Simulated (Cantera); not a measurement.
A Cantera script and what it prints.

```python
import numpy as np
import cantera as ct

gas_names = """
    Fe FeO Fe(OH)2 H HO2 H2 H2O H2O2 H2S H2SO4 O OH O2 O3 S SH SO SO2 SO3 S2 S2O S8
""".split()
cond_names = """
    Fe(a) Fe(c) Fe(d) Fe(L) FeO(s) FeO(L) Fe(OH)2(s) Fe(OH)3(s) FeS(a) FeS(b) FeS(c) FeS(L) FeSO4(s)
    FeS2(s) Fe2O3(s) Fe2S3O12(s) Fe3O4(s) H2O(s) H2O(L) H2SO4(L) S(cr1) S(cr2) S(L)
""".split()


# ... load() reads the species with a 1 bar reference pressure and builds the phases ...
atoms = {
    'FeS2': {'Fe': 1, 'S': 2},
    'H2': {'H': 2},
    'H2O': {'H': 2, 'O': 1},
}
top_T = {'FeSO4(s)': 950, 'FeS2(s)': 1010, 'Fe2O3(s)': 1830, 'Fe2S3O12(s)': 1100, 'Fe3O4(s)': 1870}  # K; cautious upper limits of use, not melting points


# ... equilibrate(T, P, feed) seeds the gas with the atoms and calls Mixture.equilibrate('TP', solver="vcs", rtol=1e-11, max_steps=5000) ...
results = []
feed = {'FeS2': 1, 'H2': 2.5, 'H2O': 0.24}  # mol
P = 100000  # Pa
for T in [875, 975, 1075, 1175, 1275, 1375, 1475, 1575, 1675, 1775, 1875, 1975, 2075]:
    mix = equilibrate(T, P, feed)
    results.append((T, P, feed, dict(zip(mix.species_names, mix.species_moles))))

top = {s: max(r[3][s] / sum(r[3][g] for g in gas_names) for r in results) for s in gas_names}
cols = sorted((s for s in top if top[s] > 0.001), key=lambda s: -top[s])[:7]
seen = [c for c in cond_names if any(r[3].get(c, 0) > 1e-12 for r in results)]
print("log10 of partial pressures in bar; condensed amounts in mol")
print(f"{'T/K':>10s}" + "".join(f"{s[:9]:>10s}" for s in cols + seen))
for T, P, feed, n in results:
    ng = sum(n[g] for g in gas_names)
    print(f"{T:10.4g}" + "".join(f"{np.log10(max(n[s] / ng * P / 1e5, 1e-99)):10.3f}" for s in cols)
          + "".join(f"{n.get(c, 0):10.4g}" for c in seen))
```

Result:

```
log10 of partial pressures in bar; condensed amounts in mol
       T/K        H2       H2S        S2       H2O        SH         H         S    FeS(c)    FeS(L)
       875    -0.262    -0.438    -5.956    -1.058    -6.752   -10.430   -12.748         1         0
       975    -0.262    -0.438    -4.859    -1.058    -5.747    -9.072   -10.879         1         0
      1075    -0.262    -0.438    -3.963    -1.058    -4.927    -7.964    -9.354         1         0
      1175    -0.261    -0.440    -3.221    -1.058    -4.248    -7.042    -8.089         1         0
      1275    -0.259    -0.445    -2.606    -1.059    -3.680    -6.262    -7.026         1         0
      1375    -0.253    -0.461    -2.111    -1.061    -3.207    -5.591    -6.133         1         0
      1475    -0.241    -0.495    -1.736    -1.066    -2.823    -5.007    -5.387         0         1
      1575    -0.224    -0.550    -1.473    -1.073    -2.516    -4.493    -4.767         0         1
      1675    -0.206    -0.623    -1.295    -1.082    -2.271    -4.038    -4.247         0         1
      1775    -0.189    -0.706    -1.176    -1.091    -2.073    -3.633    -3.806         0         1
      1875    -0.176    -0.796    -1.097    -1.100    -1.911    -3.271    -3.425         0         1
      1975    -0.166    -0.887    -1.045    -1.109    -1.776    -2.947    -3.092         0    0.9999
      2075    -0.158    -0.979    -1.012    -1.118    -1.661    -2.654    -2.798         0    0.9994
```

Method: chemical equilibrium by Gibbs-energy minimisation in Cantera with the NASA 1993 tables (ideal gas, pure condensed phases). FeS: taken at fixed stoichiometry. Gases not in the tables: S3 to S7.
